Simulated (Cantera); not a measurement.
A freely propagating, adiabatic, planar premixed flame of 31.6 % H₂, 14.4 % O₂, 54.0 % N₂, equivalence ratio 1.1, unburnt at 325 K and 4.93 atm; mixture-averaged transport, grid criteria slope 0.08 and curve 0.16, no radiation.

Cantera simulation using the H2/O2 subset of GRI-Mech 3.0, which has no nitrogen chemistry; the numbers are that mechanism's predictions, not measurements. The hydrogen kinetics of GRI-Mech 3.0 are dated; newer H2 mechanisms differ, most at raised pressure. Burning velocities carry a grid error of a few per cent, more on coarse grids.

x: mole fraction of selected species; z is measured from the peak of heat release.

```csv
z (mm),T (K),u (m/s),x H₂,x O₂,x HO₂,x H₂O₂,x H₂O,x H
-0.146,325,2.61,0.316,0.144,<1e-8,<1e-8,<1e-8,<1e-8
-0.0970,325,2.61,0.316,0.144,<1e-8,<1e-8,6.11e-8,<1e-8
-0.0728,325,2.61,0.315,0.144,2.39e-8,<1e-8,6.47e-7,<1e-8
-0.0485,327,2.61,0.313,0.144,7.54e-7,1.55e-7,1.73e-5,<1e-8
-0.0243,385,2.99,0.289,0.148,0.000170,3.08e-5,0.00260,3.08e-7
-0.0121,714,5.30,0.238,0.142,0.00116,0.000174,0.0336,0.000908
0,___,8.82,___,___,___,___,___,___
0.0121,___,11.3,___,___,___,___,___,___
0.0243,1784,12.7,0.0686,0.0348,0.000107,3.68e-6,0.245,0.0268
0.0485,1980,14.0,0.0497,0.0165,4.18e-5,2.05e-6,0.278,0.0233
0.0970,2144,15.0,0.0439,0.0103,2.06e-5,1.21e-6,0.294,0.0153
0.194,2273,15.8,0.0389,0.00659,1.01e-5,7.87e-7,0.308,0.00902
0.388,2361,16.3,0.0342,0.00386,4.65e-6,5.11e-7,0.319,0.00522
```

Problem. Some entries are withheld; supply them.

Solution. 
- 0, T (K): 1223
- 0, x H₂: 0.167
- 0, x O₂: 0.109
- 0, x HO₂: 0.000491
- 0, x H₂O₂: 7.25e-5
- 0, x H₂O: 0.112
- 0, x H: 0.00996
- 0.0121, T (K): 1580
- 0.0121, x H₂: 0.104
- 0.0121, x O₂: 0.0643
- 0.0121, x HO₂: 0.000226
- 0.0121, x H₂O₂: 7.57e-6
- 0.0121, x H₂O: 0.195
- 0.0121, x H: 0.0220
